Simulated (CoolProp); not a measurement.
Ethanol along the isobar 219 bar: Z from the reference equation and from simpler models built on Tc = 514.7 K, pc = 62.68 bar, ω = 0.644; each cubic takes its own stable root.

Values from CoolProp's reference Helmholtz-energy equation of state, Schroeder 2014.

```csv
T (K),phase,reference
426.4,liquid,0.4141
447.7,liquid,0.4098
469,liquid,0.4087
490.2,liquid,0.4110
511.5,liquid,0.4173
532.8,supercritical,0.4296
554,supercritical,0.4506
575.3,supercritical,0.4836
596.6,supercritical,0.5275
```

Problem. How far does each simpler model (van der Waals, Soave-Redlich-Kwong) lie from the reference over these 9 states: mean and median of the absolute difference, and the worst?

Solution. 
- van der Waals: mean 56.3 %, median 60.9 %, worst +74.6 % at 426.4 K and 219 bar
- Soave-Redlich-Kwong: mean 26.3 %, median 26.7 %, worst +30.7 % at 575.3 K and 219 bar
